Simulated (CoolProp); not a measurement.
Vapour-liquid equilibrium of n-heptane (1) + ethylbenzene (2) at 0.28 MPa; x and y are mole fractions of (1).

Model: multi-fluid Helmholtz-energy mixture model, Span 2003 and Zhou 2012; pair parameters Bell 2016, in CoolProp.

### Question
Give the bubble temperature and the first vapour's composition at x = 0.05, 0.2, 0.35. Is there an azeotrope?

### Answer
x = 0.05: 447.6 K, y = 0.124; x = 0.2: 437.6 K, y = 0.392; x = 0.35: 430.1 K, y = 0.570. No azeotrope shows between x = 0.05 and 0.95.

Pair parameters are fitted to limited data, so mixtures are less certain than the pure fluids.
